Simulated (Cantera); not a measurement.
Feed: 1 mol SiC, 0.48 mol CO2, 59 mol H2, held at 0.0100 bar.

Equilibrium computed with Cantera from the NASA thermochemical tables; the gas is ideal and each condensed phase is pure. Candidate condensed phases: C, C6H6, C7H8, C8H18, H2O, Si, SiC, SiO2; 123 gas species. Mutual solubility and eutectic melting of coexisting phases are not modelled. The tables hold silica as quartz up to 1696 K and as liquid above; real silica turns to tridymite and cristobalite and melts near 1996 K. Kinetics and transport are ignored.

### Question
Which condensed phases are stable at each of these points (T (K)): 1248, 1273, 1298, 1323, 1348, 1373, 1398, 1423, 1448, 1473, 1498?

### Answer
```tsv
T (K)	condensed phases	Si condensed (%)
1248	SiC(s) + SiO2(β-quartz)	99.9
1273	SiC(s) + SiO2(β-quartz)	99.8
1298	SiC(s) + SiO2(β-quartz)	99.6
1323	SiC(s) + SiO2(β-quartz)	99.1
1348	SiC(s) + SiO2(β-quartz)	97.9
1373	SiC(s) + SiO2(β-quartz)	95.5
1398	SiC(s) + SiO2(β-quartz)	90.5
1423	SiC(s) + SiO2(β-quartz)	80.7
1448	SiC(s)	76.0
1473	SiC(s)	76.0
1498	SiC(s)	76.0
```

From 1248 K to 1423 K the condensed part is SiC(s) + SiO2(β-quartz). From 1448 K to 1498 K the condensed part is SiC(s).
